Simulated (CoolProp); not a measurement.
Properties of methane along the isotherm -61.55 °C.

The numbers come from the reference Helmholtz-energy equation of state, Setzmann 1991 in CoolProp.

```csv
p (bar),phase,density (kg/m³),isothermal compressibility (1/MPa),viscosity (µPa s),Prandtl number
0.218,gas,0.1990,45.92,8.27,0.753
0.329,gas,0.3005,30.45,8.27,0.753
0.496,gas,0.4535,20.21,8.27,0.754
0.749,gas,0.6857,13.40,8.28,0.754
1.13,gas,1.037,8.903,8.28,0.755
1.7,gas,1.564,5.937,8.29,0.757
2.57,gas,2.376,3.946,8.29,0.759
3.88,gas,3.613,2.633,8.31,0.764
5.85,gas,5.509,1.766,8.33,0.770
8.83,gas,8.460,1.192,8.37,0.782
13.3,gas,13.09,0.8146,8.45,0.802
20.1,gas,20.70,0.5668,8.61,0.842
30.3,gas,33.69,[?],8.96,0.929
45.7,gas,58.93,0.3324,[?],1.17
69,supercritical,[?],0.3301,13.8,2.27
```

Task: Some entries are withheld; supply them.

Result: 
- 30.3, isothermal compressibility (1/MPa): 0.4121
- 45.7, viscosity (µPa s): 9.90
- 69, density (kg/m³): 127.3

Viscosity comes from a separate model (Quiñones-Cisneros 2006). Thermal conductivity comes from a separate model (Friend 1989).
